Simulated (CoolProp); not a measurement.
A closed Brayton cycle with nitrogen: compressor inlet 324.15 K and 2.9 MPa, high pressure 9.62 MPa, turbine inlet 815 K, compressor efficiency 0.89, turbine efficiency 0.93, recuperator effectiveness 0.9 (on enthalpy, no pinch check). Each further row changes one setting.

Computed with CoolProp (reference Helmholtz-energy equation of state, Span 2000).

```json
[
 {"case": "as stated", "thermal efficiency (%)": "30.9", "net work (kJ/kg)": "78.2", "compressor to turbine work": "0.67", "compressor exit (K)": "474.2", "turbine exit (K)": "604.8"},
 {"case": "turbine inlet 765 K", "thermal efficiency (%)": "27.2", "net work (kJ/kg)": "63.5", "compressor to turbine work": "0.71", "compressor exit (K)": "474.2", "turbine exit (K)": "566.0"},
 {"case": "compressor inlet 334.15 K", "thermal efficiency (%)": "29.2", "net work (kJ/kg)": "73.2", "compressor to turbine work": "0.69", "compressor exit (K)": "488.5", "turbine exit (K)": "604.8"},
 {"case": "high pressure 8.18 MPa", "thermal efficiency (%)": "32.7", "net work (kJ/kg)": "75.3", "compressor to turbine work": "0.64", "compressor exit (K)": "450.8", "turbine exit (K)": "629.9"},
 {"case": "recuperator effectiveness 0.5", "thermal efficiency (%)": "25.3", "net work (kJ/kg)": "78.2", "compressor to turbine work": "0.67", "compressor exit (K)": "474.2", "turbine exit (K)": "604.8"}
]
```
